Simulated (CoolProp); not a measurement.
A single-stage vapour-compression cycle with cis-2-butene: evaporating at 257.15 K (dew point), condensing at 291.15 K (bubble point), superheat 10 K, subcooling 5 K, compressor efficiency 0.85, no pressure losses. Each further row changes one setting.

Values from CoolProp's reference Helmholtz-energy equation of state, Lemmon 2005. It is a short technical equation, of lower accuracy than the large ones.

```tsv
case	cooling COP	pressure ratio	discharge temperature (K)	refrigerating effect (kJ/kg)	volumetric capacity (kJ/m³)
as stated	5.91	3.80	315.8	384	442
evaporating temperature 262.15 K	(withheld)	3.04	313.0	390	552
condensing temperature 286.15 K	7.05	3.19	309.4	395	454
subcooling 10 K	(withheld)	3.80	315.8	395	454
superheat 20 K	5.90	3.80	326.1	(withheld)	440
compressor efficiency 0.75	5.22	3.80	321.3	384	442
```

Task: Complete the blanks.

Result: 
- evaporating temperature 262.15 K, cooling COP: 7.18
- subcooling 10 K, cooling COP: 6.08
- superheat 20 K, refrigerating effect (kJ/kg): 398
